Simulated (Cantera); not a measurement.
K2CO3 + H2O + H2 (calcination and drying)

A closed system holds: 1 mol K2CO3, a varied amount of H2O, 4.1 mol H2, at 600 °C and 8.70 bar.

Cantera equilibrium calculation (NASA polynomials, part measured and part estimated; ideal gas, pure solids and liquids). Candidate condensed phases: C, C6H6, C7H8, C8H18, H2O, K, KOH, KO2, K2CO3, K2O, K2O2; 116 gas species. Kinetics and transport are ignored.

```tsv
n(H2O) (mol)	x H2	x H2O	x CH4	x KOH	x K2(OH)2	n KOH(l)	n K2CO3(s)
0.38	0.915	0.0851	0.000274	7.77e-6	1.79e-6	0.00240	0.999
0.64	0.865	0.135	0.000138	7.77e-6	1.79e-6	0.00125	0.999
1.1	0.788	0.212	6.08e-5	7.77e-6	1.79e-6	0.000576	1.000
1.9	0.683	0.317	2.29e-5	7.77e-6	1.79e-6	0.000211	1.000
3.2	0.562	0.438	7.56e-6	7.77e-6	1.79e-6	0	1.000
5.5	0.427	0.573	3.28e-6	5.97e-6	1.05e-6	0	1.000
9.4	0.304	0.696	1.26e-6	4.42e-6	5.79e-7	0	1.000
```
x: gas mole fraction; n: condensed amount in mol.

From 0.38 mol H2O to 1.9 mol H2O the condensed part is KOH(l) + K2CO3(s). From 3.2 mol H2O to 9.4 mol H2O the condensed part is K2CO3(s). The main K-bearing gas is KOH throughout.
